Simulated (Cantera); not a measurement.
A closed system holds: 1 mol CH₃F, 0.058 mol F₂, 1.2 mol CH₄, at 13.3 mbar.

Method: chemical equilibrium by Gibbs-energy minimisation in Cantera with the NASA 1993 tables (ideal gas, pure condensed phases). Candidate condensed phases: C, C₆H₆, C₇H₈, C₈H₁₈; 95 gas species. Kinetics and transport are ignored.

Q: What share of the C ends up in condensed phases as a function of T (K), at 1000, 1200, 1400, 1600, 1800, 2000, 2200, 2400, 2600, 2800, 3000, 3200?

A: 
```csv
T (K),C condensed (%),as
1000,99.9,C(graphite)
1200,100.0,C(graphite)
1400,100.0,C(graphite)
1600,100.0,C(graphite)
1800,99.9,C(graphite)
2000,99.8,C(graphite)
2200,99.2,C(graphite)
2400,98.0,C(graphite)
2600,95.7,C(graphite)
2800,90.5,C(graphite)
3000,63.8,C(graphite)
3200,0.0,-
```
